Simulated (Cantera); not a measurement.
Input: 1 mol C3H6, 21 mol H2, 0.17 mol N2, held at 87.0 mbar.

Equilibrium computed with Cantera from the NASA thermochemical tables; the gas is ideal and each condensed phase is pure. Candidate condensed phases: C, C6H6, C7H8, C8H18; 92 gas species. The numbers say what is thermodynamically allowed, not how fast it happens.

Q: What share of the C ends up in condensed phases as a function of T (°C), at 575, 675, 775, 875, 975, 1075, 1175, 1275, 1375, 1475, 1575, 1675, 1775?

A: 
```tsv
T (°C)	C condensed (%)	as
575	62.0	C(graphite)
675	88.6	C(graphite)
775	96.0	C(graphite)
875	98.4	C(graphite)
975	99.2	C(graphite)
1075	99.6	C(graphite)
1175	99.7	C(graphite)
1275	99.7	C(graphite)
1375	99.6	C(graphite)
1475	99.4	C(graphite)
1575	99.0	C(graphite)
1675	98.3	C(graphite)
1775	97.1	C(graphite)
```
